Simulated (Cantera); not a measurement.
Standard-state values (1 bar) from the NASA 1993 polynomials, evaluated with Cantera. Values are per mole of reaction as written; species without (g) are pure solids or liquids, kept so even where they would boil at 1 bar.

Problem. Between 2000 and 2750 K, where is each reaction favourable under standard conditions?
- 2 NH3(g) + Nb2O5 ⇌ 6 H(g) + 2 NbO2(g) + N2O(g)

Solution. 
- 2 NH3(g) + Nb2O5 ⇌ 6 H(g) + 2 NbO2(g) + N2O(g): ΔG° is 1083 kJ at 2000 K and 425 kJ at 2750 K; it stays positive (K < 1). ΔH° is 2799 kJ and ΔS° 863 J/K at 2750 K.
